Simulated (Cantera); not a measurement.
# Adiabatic ignition

An adiabatic, constant-volume homogeneous reactor starts with CH₄ : CO : O₂ : N₂ = 1 : 0.46 : 4.37 : 18.8 (molar parts), at 1775 K and 1.00 atm.

Computed with Cantera and GRI-Mech 3.0 (53 species, 325 reactions).

```tsv
t (s)	T (K)	P (bar)	x CH₄	x CO	x O₂	x HCN	x C₂H₂	x H₂O	x C₂H
4.00e-6	1775	1.01	0.0406	0.0187	0.177	<1e-12	<1e-12	4.21e-6	<1e-12
9.30e-6	1775	1.01	0.0406	0.0187	0.177	<1e-12	1.88e-11	1.47e-5	<1e-12
2.16e-5	1775	1.01	0.0405	0.0187	0.177	<1e-12	9.00e-10	5.69e-5	<1e-12
5.03e-5	1775	1.01	0.0400	0.0187	0.177	2.38e-12	5.51e-8	0.000325	<1e-12
0.000117	1876	1.08	0.0258	0.0242	0.164	1.18e-8	6.28e-5	0.0136	3.53e-8
0.000272	2638	1.52	<1e-12	0.0150	0.0860	1.68e-11	<1e-12	0.0668	<1e-12
0.000632	2696	1.55	<1e-12	0.0125	0.0846	3.12e-11	<1e-12	0.0690	<1e-12
0.00147	2689	1.55	<1e-12	0.0123	0.0823	4.46e-11	<1e-12	0.0693	<1e-12
0.00342	2680	1.54	<1e-12	0.0121	0.0794	5.83e-11	<1e-12	0.0696	<1e-12
0.00795	2676	1.54	<1e-12	0.0120	0.0779	6.45e-11	<1e-12	0.0698	<1e-12
0.0185	2675	1.54	<1e-12	0.0119	0.0778	6.51e-11	<1e-12	0.0698	<1e-12
0.0430	2675	1.54	<1e-12	0.0119	0.0778	6.51e-11	<1e-12	0.0698	<1e-12
0.100	2675	1.54	<1e-12	0.0119	0.0778	6.51e-11	<1e-12	0.0698	<1e-12
```
x: mole fraction; the columns are a selection and need not sum to one.

```
Quantity                                                          Result
---------------------------------  -------------------------------------
time of steepest temperature rise                               0.128 ms
temperature at 0.100 s                                            2675 K
equilibrium temperature                                           2675 K
x(CH₄) at 0.100 s                  <1e-12 (gas-phase equilibrium <1e-12)
x(CO) at 0.100 s                   0.0119 (gas-phase equilibrium 0.0119)
x(O₂) at 0.100 s                   0.0778 (gas-phase equilibrium 0.0778)
```
